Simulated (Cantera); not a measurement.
Cantera run:

```python
import numpy as np
import cantera as ct

gas_names = """
    H ALBr3 HBr
""".split()
cond_names = """
    AL(cr) AL(L)
""".split()


# ... load() reads the species with a 1 bar reference pressure and builds the phases ...
species = {s.name: s for s in load("nasa_gas.yaml", gas_names) + load("nasa_condensed.yaml", cond_names)}
# Each term lists the table entries of one substance; the one whose range holds T is used.
reactions = {
    '3 H(g) + AlBr3(g) = 3 HBr(g) + Al':
        [(-3, ['H']), (-1, ['ALBr3']), (3, ['HBr']), (1, ['AL(cr)', 'AL(L)'])],
}


def pick(names, T):
    return next(species[n] for n in names if species[n].thermo.min_temp <= T <= species[n].thermo.max_temp)


results = []
for label, terms in reactions.items():
    print(label)
    print("     T/K   dH/kJ  dS/(J/K)   dG/kJ   log10 K")
    for T in [300, 1323, 1373, 1423, 1473, 1523]:
        used = [(nu, pick(names, T)) for nu, names in terms]
        dH = sum(nu * s.thermo.h(T) for nu, s in used) / 1e6
        dS = sum(nu * s.thermo.s(T) for nu, s in used) / 1e3
        dG = dH - T * dS / 1e3
        logK = -dG * 1e6 / (ct.gas_constant * T * np.log(10))
        results.append((label, T, dH, dS, dG, logK, [s.name for _, s in used]))
        print(f"{T:8g} {dH:8.1f} {dS:8.1f} {dG:8.1f} {logK:8.2f}")
```

It prints:

```
3 H(g) + AlBr3(g) = 3 HBr(g) + Al
     T/K   dH/kJ  dS/(J/K)   dG/kJ   log10 K
     300   -352.9    -69.4   -332.1    57.82
    1323   -362.7    -90.8   -242.5     9.57
    1373   -363.2    -91.2   -237.9     9.05
    1423   -363.8    -91.6   -233.4     8.57
    1473   -364.2    -92.0   -228.8     8.11
    1523   -364.7    -92.3   -224.2     7.69
```

Standard-state values (1 bar) from the NASA 1993 polynomials, evaluated with Cantera. Condensed species are held in their standard states even where they would react or evaporate.
